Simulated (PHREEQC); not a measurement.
PHREEQC input (ion-association model, wateq4f.dat):

```
SOLUTION_MASTER_SPECIES
  An  An-  0  An  62.0  # stands for a non-complexing anion
SOLUTION_SPECIES
  An- = An-
    -log_k 0
    -gamma 3.0 0
PHASES
  Fix_H+
    H+ = H+
    -log_k 0
SOLUTION 1
  temp 25
  units mmol/kgw
  pH 7 charge
  Cl 0.492
  Mn(2) 0.15
  Ba 0.096
  Na 10
  An 10
END
SELECTED_OUTPUT 1
  -reset false
  -pH true
  -pe true
  -ionic_strength true
  -water true
  -totals Ba Cl Mn Na Mn(2) Mn(3) Mn(6) Mn(7)
  -molalities Hfo_wOH Hfo_wOH2+ Hfo_wO- Hfo_sOH Hfo_sOH2+ Hfo_sO- Hfo_sOHBa+2 Hfo_wOBa+ Hfo_sOMn+ Hfo_wOMn+
  -saturation_indices Pyrochroite Halite
USER_PUNCH 1
  -headings sigma psi
  10 PUNCH EDL("sigma", "Hfo"), EDL("psi", "Hfo")
PRINT
  -reset false
USE solution 1
SURFACE 1
  Hfo_wOH 0.000921348 600 0.41
  Hfo_sOH 2.30337e-05
EQUILIBRIUM_PHASES 1
  Fix_H+ -3 HAn 10
    -force_equality true
END
# ... the last block is repeated for the other 16 points of pH, with NaOH or the acid as the point needs
```

Selected output (columns that matter, 17 of 17 rows; pH added in front):

```
pH	mu	Ba	Mn	Na	m_Hfo_wOH	m_Hfo_wOH2+	m_Hfo_wO-	m_Hfo_sOH	m_Hfo_sOH2+	m_Hfo_sO-	si_Pyrochroite	si_Halite	sigma	psi
3	0.012258	9.6e-05	0.00015	0.01	0.0001063	0.00081473	3.1771e-07	2.6574e-06	2.0368e-05	7.9428e-09	-13.21	-6.9885	0.32744	0.20146
3.38	0.011569	9.6e-05	0.00015	0.01	0.00019226	0.00072793	1.1633e-06	4.8064e-06	1.8198e-05	2.9081e-08	-12.446	-6.9861	0.2922	0.1971
3.75	0.011252	9.6e-05	0.00015	0.01	0.00029246	0.00062576	3.1312e-06	7.3111e-06	1.5643e-05	7.8277e-08	-11.704	-6.9849	0.25033	0.18987
4.12	0.011084	9.6e-05	0.00015	0.01	0.00039408	0.00052043	6.8359e-06	9.8499e-06	1.3008e-05	1.7086e-07	-10.963	-6.9843	0.2065	0.18038
4.5	0.010981	9.6e-05	0.00014998	0.01	0.00048749	0.00042092	1.2934e-05	1.2176e-05	1.0513e-05	3.2305e-07	-10.202	-6.9839	0.16404	0.16882
4.88	0.010913	9.5999e-05	0.0001499	0.01	0.00056304	0.00033674	2.1567e-05	1.4015e-05	8.3821e-06	5.3684e-07	-9.4418	-6.9836	0.12674	0.15577
5.25	0.010865	9.5996e-05	0.00014956	0.01	0.00061783	0.00027127	3.2235e-05	1.5156e-05	6.6547e-06	7.9078e-07	-8.7025	-6.9835	0.096238	0.14182
5.62	0.010826	9.5986e-05	0.00014816	0.01	0.00065586	0.00022079	4.4632e-05	1.512e-05	5.0898e-06	1.0289e-06	-7.9663	-6.9833	0.071425	0.12676
6	0.010784	9.5958e-05	0.00014335	0.01	0.0006813	0.00018103	5.8741e-05	1.2296e-05	3.267e-06	1.0601e-06	-7.2204	-6.9832	0.051473	0.11036
6.38	0.010737	9.5918e-05	0.00013425	0.01	0.00069608	0.00015002	7.399e-05	6.3971e-06	1.3787e-06	6.7998e-07	-6.4885	-6.983	0.036338	0.09326
6.75	0.010693	9.5895e-05	0.0001244	0.01	0.00070049	0.00012684	8.8625e-05	2.0831e-06	3.7718e-07	2.6355e-07	-5.7814	-6.9828	0.025158	0.075847
7.12	0.010673	9.5885e-05	0.00010683	0.010043	0.00069113	0.00010459	0.00010463	5.7934e-07	8.767e-08	8.7704e-08	-5.1074	-6.9808	0.017008	0.058569
7.5	0.010643	9.585e-05	6.9529e-05	0.010133	0.00065771	7.6879e-05	0.0001289	2.0441e-07	2.3894e-08	4.0062e-08	-4.5339	-6.9768	0.011264	0.042724
7.88	0.010609	9.5694e-05	2.9182e-05	0.010226	0.00061088	5.4047e-05	0.00015818	1.119e-07	9.9005e-09	2.8975e-08	-4.1511	-6.9727	0.0067536	0.0274
8.25	0.010594	9.5026e-05	8.2078e-06	0.010281	0.00057888	4.2661e-05	0.00017995	8.543e-08	6.2958e-09	2.6557e-08	-3.9627	-6.9702	0.0024148	0.010208
8.62	0.010593	9.2289e-05	1.8665e-06	0.010313	0.00055975	3.6609e-05	0.00019607	7.1327e-08	4.6648e-09	2.4984e-08	-3.8679	-6.9689	-0.0020334	-0.0086123
9	0.010596	8.3661e-05	4.1352e-07	0.010352	0.00053561	3.0369e-05	0.0002164	5.116e-08	2.9008e-09	2.067e-08	-3.7672	-6.9672	-0.0067559	-0.027424
```

The oxide is taken as insoluble; below pH 4 it would dissolve.
